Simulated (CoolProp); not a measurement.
Vapour pressure (bar) of 1,2-dichloroethane: the reference equation beside estimates from Tc = 288.4 °C, pc = 52.26 bar, ω = 0.269. Clausius-Clapeyron is anchored at 168.95 °C with a constant enthalpy of vaporisation of 26.46 kJ/mol.

Values from CoolProp's reference Helmholtz-energy equation of state, Thol 2015.

```tsv
T (°C)	reference	Clausius-Clapeyron	Redlich-Kwong	Soave-Redlich-Kwong
121.85	2.952	3.505	4.758	2.952
133.65	3.917	4.427	6.061	3.936
145.35	5.095	5.509	7.586	5.142
157.15	6.537	6.786	9.380	6.624
168.95	8.267	8.267	11.45	8.407
180.65	10.30	9.952	13.80	10.51
192.45	12.71	11.89	16.48	13.00
204.25	15.51	14.08	19.50	15.91
215.95	18.73	16.51	22.84	19.24
```

Absolute difference from the reference over all 9 rows, mean and median: Clausius-Clapeyron 8.3 and 8.1 %, Redlich-Kwong 39.8 and 38.5 %, Soave-Redlich-Kwong 1.6 and 1.7 %.
